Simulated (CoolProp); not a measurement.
Vapour pressure (bar) of CF4 (R14): the reference equation beside estimates from Tc = -45.8 °C, pc = 37.62 bar, ω = 0.178.

Computed with CoolProp (reference Helmholtz-energy equation of state, Platzer 1990). This equation is an older, rougher fit; its heat capacities, sound speeds and derivatives of the liquid may be far off and weren't checked against measurements.

| T (°C) | reference | Lee-Kesler | van der Waals | Redlich-Kwong | Soave-Redlich-Kwong | Peng-Robinson |
|---|---|---|---|---|---|---|
| -106.75 | 3.669 | 3.709 | 9.422 | 4.733 | 3.711 | 3.686 |
| -100.85 | 4.930 | 4.989 | 11.16 | 6.206 | 4.999 | 4.953 |
| -94.85 | 6.518 | 6.596 | 13.14 | 8.008 | 6.624 | 6.553 |
| -88.95 | 8.421 | 8.517 | 15.28 | 10.10 | 8.574 | 8.474 |
| -82.95 | 10.75 | 10.86 | 17.67 | 12.60 | 10.96 | 10.83 |
| -77.05 | 13.47 | 13.59 | 20.23 | 15.42 | 13.74 | 13.58 |
| -71.05 | 16.72 | 16.85 | 23.07 | 18.71 | 17.06 | 16.88 |
| -65.05 | 20.53 | 20.66 | 26.13 | 22.43 | 20.93 | 20.74 |
| -59.15 | 24.89 | 25.02 | 29.38 | 26.54 | 25.31 | 25.13 |

Absolute difference from the reference over all 9 rows, mean and median: Lee-Kesler 0.9 and 1.0 %, van der Waals 73.8 and 64.4 %, Redlich-Kwong 17.5 and 17.2 %, Soave-Redlich-Kwong 1.7 and 1.8 %, Peng-Robinson 0.7 and 0.7 %.
